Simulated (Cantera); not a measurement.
What does this Cantera script print?

```python
import numpy as np
import cantera as ct

gas_names = """
    OH O
""".split()
cond_names = """
    SrO(s) SrO(L) SrO2H2(s) SrO2H2(L)
""".split()


# ... load() reads the species with a 1 bar reference pressure and builds the phases ...
species = {s.name: s for s in load("nasa_gas.yaml", gas_names) + load("nasa_condensed.yaml", cond_names)}
# Each term lists the table entries of one substance; the one whose range holds T is used.
reactions = {
    '2 OH(g) + SrO = Sr(OH)2 + O(g)':
        [(-2, ['OH']), (-1, ['SrO(s)', 'SrO(L)']), (1, ['SrO2H2(s)', 'SrO2H2(L)']), (1, ['O'])],
}


def pick(names, T):
    return next(species[n] for n in names if species[n].thermo.min_temp <= T <= species[n].thermo.max_temp)


results = []
for label, terms in reactions.items():
    print(label)
    print("     T/K   dH/kJ  dS/(J/K)   dG/kJ   log10 K")
    for T in [300, 2298, 2323, 2348, 2373, 2398, 2423, 2448, 2473, 2498, 2523, 2548]:
        used = [(nu, pick(names, T)) for nu, names in terms]
        dH = sum(nu * s.thermo.h(T) for nu, s in used) / 1e6
        dS = sum(nu * s.thermo.s(T) for nu, s in used) / 1e3
        dG = dH - T * dS / 1e3
        logK = -dG * 1e6 / (ct.gas_constant * T * np.log(10))
        results.append((label, T, dH, dS, dG, logK, [s.name for _, s in used]))
        print(f"{T:8g} {dH:8.1f} {dS:8.1f} {dG:8.1f} {logK:8.2f}")
```

It prints:

```
2 OH(g) + SrO = Sr(OH)2 + O(g)
     T/K   dH/kJ  dS/(J/K)   dG/kJ   log10 K
     300   -206.4   -164.9   -156.9    27.32
    2298    -96.6    -65.5     54.0    -1.23
    2323    -95.5    -65.0     55.6    -1.25
    2348    -94.5    -64.6     57.2    -1.27
    2373    -93.4    -64.2     58.8    -1.29
    2398    -92.4    -63.7     60.4    -1.32
    2423    -91.4    -63.3     62.0    -1.34
    2448    -90.3    -62.9     63.6    -1.36
    2473    -89.3    -62.5     65.2    -1.38
    2498    -88.3    -62.1     66.7    -1.39
    2523    -87.3    -61.7     68.3    -1.41
    2548    -86.3    -61.3     69.8    -1.43
```

Source: NASA polynomial tables (part measured, part estimated), evaluated in Cantera. Condensed species are held in their standard states even where they would react or evaporate.
